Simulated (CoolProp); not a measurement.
Saturation properties of normal hydrogen.

Values from CoolProp's reference Helmholtz-energy equation of state, Leachman 2009.

| T (°C) | p (kPa) | liquid density (kg/m³) | liquid cp (kJ/(kg K)) | vapour Z | liquid viscosity (µPa s) | vapour viscosity (µPa s) |
|---|---|---|---|---|---|---|
| -253.95 | 70.50 | 72.14 | 9.153 | 0.9255 | 14.9 | 0.932 |
| -252.85 | 99.28 | 70.93 | 9.734 | 0.9066 | 13.6 | 0.992 |
| -251.75 | 135.7 | 69.64 | 10.38 | 0.8854 | 12.4 | 1.05 |
| -250.65 | 180.8 | 68.25 | 11.12 | ___ | 11.4 | 1.12 |
| -249.55 | 235.5 | 66.77 | 11.97 | ___ | 10.5 | 1.18 |
| -248.45 | 301.1 | 65.16 | 12.99 | 0.8077 | 9.67 | 1.25 |
| -247.25 | 386.2 | 63.25 | 14.36 | 0.7736 | 8.85 | 1.34 |
| -246.15 | 477.9 | 61.31 | 15.99 | 0.7392 | 8.16 | 1.42 |
| -245.05 | 583.8 | 59.13 | 18.21 | 0.7010 | 7.50 | 1.51 |
| -243.95 | 705.4 | 56.64 | 21.53 | 0.6579 | ___ | 1.62 |
| -242.85 | 843.9 | 53.67 | 27.21 | 0.6079 | 6.20 | 1.75 |
| -241.75 | 1001 | 49.86 | 39.86 | 0.5462 | 5.49 | 1.94 |
| -240.55 | 1197 | 43.10 | 116.7 | 0.4450 | 4.47 | 2.30 |

Fill in the missing entries.


- -250.65, vapour Z: 0.8619
- -249.55, vapour Z: 0.8360
- -243.95, liquid viscosity (µPa s): 6.85

It boils at -252.8 °C under 1 atm.

Viscosity comes from a separate model (Muzny 2013).
